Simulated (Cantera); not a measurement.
Adiabatic ignition

An adiabatic, constant-pressure homogeneous reactor starts with 4.42 % CH₄, 20.5 % O₂, 75.1 % N₂, at 1425 K and 760 Torr.

Computed with Cantera and GRI-Mech 3.0 (53 species, 325 reactions).

| t (s) | T (K) | x CH₄ | x O₂ | x CH₂O | x H₂O | x OH |
|---|---|---|---|---|---|---|
| 2.00e-6 | 1425 | 0.0442 | 0.205 | 1.59e-10 | 1.67e-9 | 1.31e-9 |
| 4.55e-6 | 1425 | 0.0442 | 0.205 | 9.00e-10 | 8.19e-9 | 2.17e-9 |
| 1.04e-5 | 1425 | 0.0441 | 0.205 | 5.05e-9 | 2.90e-8 | 2.93e-9 |
| 2.36e-5 | 1425 | 0.0441 | 0.205 | 2.82e-8 | 9.95e-8 | 4.76e-9 |
| 5.37e-5 | 1425 | 0.0441 | 0.205 | 1.63e-7 | 4.02e-7 | 9.83e-9 |
| 0.000122 | 1425 | 0.0441 | 0.205 | 1.05e-6 | 2.04e-6 | 2.56e-8 |
| 0.000278 | 1425 | 0.0441 | 0.205 | 8.39e-6 | 1.38e-5 | 9.03e-8 |
| 0.000632 | 1426 | 0.0439 | 0.205 | 8.68e-5 | 0.000136 | 4.54e-7 |
| 0.00144 | 1439 | 0.0412 | 0.203 | 0.000964 | 0.00246 | 5.75e-6 |
| 0.00328 | 2301 | <1e-12 | 0.115 | <1e-12 | 0.0844 | 0.00586 |
| 0.00746 | 2301 | <1e-12 | 0.115 | <1e-12 | 0.0845 | 0.00580 |
| 0.0170 | 2299 | <1e-12 | 0.115 | <1e-12 | 0.0845 | 0.00576 |
| 0.0386 | 2295 | <1e-12 | 0.114 | <1e-12 | 0.0846 | 0.00567 |
| 0.0879 | 2289 | <1e-12 | 0.112 | <1e-12 | 0.0846 | 0.00554 |
| 0.200 | 2284 | <1e-12 | 0.111 | <1e-12 | 0.0847 | 0.00541 |
x: mole fraction; the columns are a selection and need not sum to one.

| Quantity | Value |
|---|---|
| time of steepest temperature rise | 1.78 ms |
| temperature at 0.200 s | 2284 K |
| equilibrium temperature | 2282 K |
| x(CH₄) at 0.200 s | <1e-12 (gas-phase equilibrium <1e-12) |
| x(O₂) at 0.200 s | 0.111 (gas-phase equilibrium 0.110) |
| x(CH₂O) at 0.200 s | <1e-12 (gas-phase equilibrium <1e-12) |
